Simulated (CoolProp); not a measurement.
Vapour-liquid equilibrium of benzene (1) + n-decane (2) at 0.00914 MPa; x and y are mole fractions of (1).

Model: multi-fluid Helmholtz-energy mixture model, Thol 2012 and Lemmon 2006; pair parameters Bell 2016, in CoolProp.

| x | bubble temperature (°C) | y at the bubble point | dew temperature at overall composition x (°C) | liquid density (mol/L) |
|---|---|---|---|---|
| 0.05 | 79.2 | ___ | ___ | 4.952 |
| 0.2 | 49.4 | 0.925 | ___ | 5.622 |
| 0.35 | 36.8 | ___ | 88.9 | 6.303 |
| 0.5 | 30.0 | 0.985 | 83.3 | 7.079 |
| 0.65 | ___ | 0.991 | ___ | 8.013 |
| 0.8 | 22.2 | ___ | 65.4 | 9.175 |
| 0.95 | 19.1 | 0.999 | 43.6 | 10.67 |

Q: What belongs in the gaps?

A: 
- 0.05, y at the bubble point: 0.589
- 0.05, dew temperature at overall composition x (°C): 97.6
- 0.2, dew temperature at overall composition x (°C): 93.6
- 0.35, y at the bubble point: 0.971
- 0.65, bubble temperature (°C): 25.6
- 0.65, dew temperature at overall composition x (°C): 76.0
- 0.8, y at the bubble point: 0.996

No azeotrope shows between x = 0.05 and 0.95.

Pair parameters are fitted to limited data, so mixtures are less certain than the pure fluids.
